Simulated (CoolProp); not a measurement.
The fluid at 495.41 K and 0.252 MPa is throttled through a valve to 0.163 MPa with no heat exchange. The same conditions are run with several fluids, on thermodynamics alone (safety and materials aside).

The numbers come from the reference Helmholtz-energy equation of state of each fluid (octamethyltrisiloxane (MDM): Thol 2017; ethanol: Schroeder 2014; carbonyl sulfide: Lemmon 2006; dimethyl ether: Wu 2011) in CoolProp.

| fluid | temperature change (K) | final density (kg/m³) |
|---|---|---|
| octamethyltrisiloxane (MDM) | -1.4 | 10.1 |
| ethanol | -1.1 | 1.84 |
| carbonyl sulfide | -0.6 | 2.39 |
| dimethyl ether | -0.4 | 1.83 |
